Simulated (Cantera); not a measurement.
Feed: 1 mol H2S, 0.5 mol O2, 0.047 mol SO2, equilibrated at 1098.15 K and 13300 Pa.

These are equilibrium values from Cantera (NASA tables, ideal gas, pure condensed phases), not measurements of a reactor. Candidate condensed phases: H2O, H2SO4, S; 19 gas species. Gases not in the tables: S3 to S7. Equilibrium is a limit: real reactors are often held back by kinetics, nucleation or transport.

Base state: H2O 0.535, S2 0.239, H2S 0.116, SO2 0.0935, H2 0.0125, S2O 0.00353, SH 0.000100, SO 8.62e-5 (mole fractions); condensed: gas only.

Question: What changes in the equilibrium state with this change: temperature from 1098.15 K to 1448.15 K?

Answer: 
```json
[
 {"species": "H2O", "before": "0.535", "after": "0.508"},
 {"species": "S2", "before": "0.239", "after": "0.253"},
 {"species": "SO2", "before": "0.0935", "after": "0.0960"},
 {"species": "H2", "before": "0.0125", "after": "0.0729"},
 {"species": "H2S", "before": "0.116", "after": "0.0631"},
 {"species": "S", "before": "9.46e-8", "after": "3.00e-5"},
 {"species": "SO", "before": "8.62e-5", "after": "0.00221"}
]
```

Question: What changes in the equilibrium state with this change: O2 from 0.5 to 4.3 mol?

Answer: 
```tsv
species	before	after
O2	<1e-9	0.571
H2O	0.535	0.210
SO2	0.0935	0.187
S2	0.239	<1e-9
H2S	0.116	<1e-9
H2	0.0125	<1e-9
SO3	3.18e-9	0.0327
S2O	0.00353	<1e-9
SH	0.000100	<1e-9
```

Question: What changes in the equilibrium state with this change: O2 from 0.5 to 0.37 mol?

Answer: 
```
species   before    after
-------  -------  -------
H2O        0.535    0.505
S2         0.239    0.256
H2S        0.116    0.178
SO2       0.0935   0.0389
H2        0.0125   0.0187
SO       8.62e-5  5.66e-5
S2O      0.00353  0.00240
```
